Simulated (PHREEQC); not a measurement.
Make-up at 20 °C: 9 mmol/kgw FeSO4, 0.14 mmol/kgw CuCl2 and 0.35 mmol/kgw H2SO4. Closed to the air; pH follows from the charge balance.

The numbers come from PHREEQC with the ion-association model, phreeqc.dat.

Each row changes one thing in this solution. Precipitation was switched off in this run.

```tsv
case	pH	ionic strength (mol/kgw)	SO4-2 (mol/kgw)	Fe+2 (mol/kgw)	FeSO4 (mol/kgw)	HSO4- (mol/kgw)	SI of Melanterite (FeSO4:7H2O)
as made	3.34	0.0279	0.00688	0.00674	0.00225	0.000173	-2.58
0.011 mol/kgw (CH3)4NCl added	3.34	0.0398	?	0.00693	0.00201	0.000167	-2.63
FeSO4 from 0.009 to 0.0081 mol/kgw	3.33	0.0255	0.00629	0.00614	0.00195	0.000165	-2.65
H2SO4 from 0.00035 to 0.00175 mol/kgw	2.65	0.0303	0.00745	0.00665	0.00231	0.000907	-2.57
0.00014 mol/kgw MgSO4 added	3.34	0.0283	0.00696	0.00673	0.00226	0.000175	-2.58
diluted 100-fold with water	?	0.000370	9.23e-5	8.89e-5	1.12e-6	5.15e-8	-5.89
```

Q: Some entries are withheld; supply them.

A: 
- 0.011 mol/kgw (CH3)4NCl added, SO4-2 (mol/kgw): 0.00713
- diluted 100-fold with water, pH: 5.17

(CH3)4N+ isn't in the database: it is added as a free cation with an ion size of 4 Å.
